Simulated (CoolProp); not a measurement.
Vapour pressure (kPa) of CF4 (R14): the reference equation beside estimates from Tc = 227.4 K, pc = 3762 kPa, ω = 0.178. Clausius-Clapeyron is anchored at 185.7 K with a constant enthalpy of vaporisation of 9.303 kJ/mol.

Values from CoolProp's reference Helmholtz-energy equation of state, Platzer 1990. This equation is an older, rougher fit; its heat capacities, sound speeds and derivatives of the liquid may be far off and weren't checked against measurements.

```json
[
 {"T (K)": "176.7", "reference": "606.2", "Clausius-Clapeyron": "659.5", "van der Waals": "1259", "Soave-Redlich-Kwong": "615.7", "Peng-Robinson": "609.3"},
 {"T (K)": "179.7", "reference": "693.7", "Clausius-Clapeyron": "733.0", "van der Waals": "1363", "Soave-Redlich-Kwong": "705.3", "Peng-Robinson": "697.6"},
 {"T (K)": "182.7", "reference": "790.2", "Clausius-Clapeyron": "811.9", "van der Waals": "1471", "Soave-Redlich-Kwong": "804.3", "Peng-Robinson": "795.0"},
 {"T (K)": "185.7", "reference": "896.3", "Clausius-Clapeyron": "896.3", "van der Waals": "1585", "Soave-Redlich-Kwong": "913.0", "Peng-Robinson": "902.2"},
 {"T (K)": "188.7", "reference": "1013", "Clausius-Clapeyron": "986.5", "van der Waals": "1705", "Soave-Redlich-Kwong": "1032", "Peng-Robinson": "1020"},
 {"T (K)": "191.8", "reference": "1144", "Clausius-Clapeyron": "1086", "van der Waals": "1834", "Soave-Redlich-Kwong": "1167", "Peng-Robinson": "1153"},
 {"T (K)": "194.8", "reference": "1283", "Clausius-Clapeyron": "1188", "van der Waals": "1965", "Soave-Redlich-Kwong": "1309", "Peng-Robinson": "1294"},
 {"T (K)": "197.8", "reference": "1434", "Clausius-Clapeyron": "1296", "van der Waals": "2101", "Soave-Redlich-Kwong": "1463", "Peng-Robinson": "1446"},
 {"T (K)": "200.8", "reference": "1597", "Clausius-Clapeyron": "1410", "van der Waals": "2243", "Soave-Redlich-Kwong": "1630", "Peng-Robinson": "1612"},
 {"T (K)": "203.8", "reference": "1774", "Clausius-Clapeyron": "1531", "van der Waals": "2391", "Soave-Redlich-Kwong": "1810", "Peng-Robinson": "1792"},
 {"T (K)": "206.9", "reference": "1972", "Clausius-Clapeyron": "1662", "van der Waals": "2550", "Soave-Redlich-Kwong": "2011", "Peng-Robinson": "1992"}
]
```

Absolute difference from the reference over all 11 rows, mean and median: Clausius-Clapeyron 7.5 and 7.4 %, van der Waals 63.6 and 60.3 %, Soave-Redlich-Kwong 1.9 and 2.0 %, Peng-Robinson 0.8 and 0.8 %.
